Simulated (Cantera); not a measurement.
A freely propagating, adiabatic, planar premixed flame of H₂ : O₂ : N₂ : H₂O = 1 : 0.685 : 2.58 : 1 (molar parts), equivalence ratio 0.73, unburnt at 400 K and 1.01 bar; mixture-averaged transport, grid criteria slope 0.08 and curve 0.16, no radiation.

Computed with Cantera and the H2/O2 subset of GRI-Mech 3.0, which has no nitrogen chemistry. Burning velocities carry a grid error of a few per cent, more on coarse grids.

```tsv
quantity	before	after
laminar burning velocity	77.9 cm/s	26.6 cm/s
thermal thickness	0.438 mm	0.755 mm
peak x(H₂O₂)	9.84e-5	0.000116
peak x(OH)	0.00520	0.00196
peak x(O)	0.00203	0.000663
```

Q: Which change was made?
A) inlet temperature 400 to 625 K
B) H2 1 to 1.3 parts
C) H2 1 to 0.77 parts
D) inlet temperature 400 to 600 K

A: C, H2 1 to 0.77 parts
